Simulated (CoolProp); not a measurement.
The numbers come from the reference Helmholtz-energy equation of state, Span 1996 in CoolProp.

Problem. For carbon dioxide, give the phase and the cv (kJ/(kg K)), speed of sound (m/s), Joule-Thomson coefficient (K/MPa), fugacity coefficient at -51.55 °C and 8.1 MPa.

Solution. 
- -51.55 °C and 8.1 MPa: liquid; cv 0.976, speed of sound 982, Joule-Thomson coefficient -0.155, fugacity coefficient 0.0843
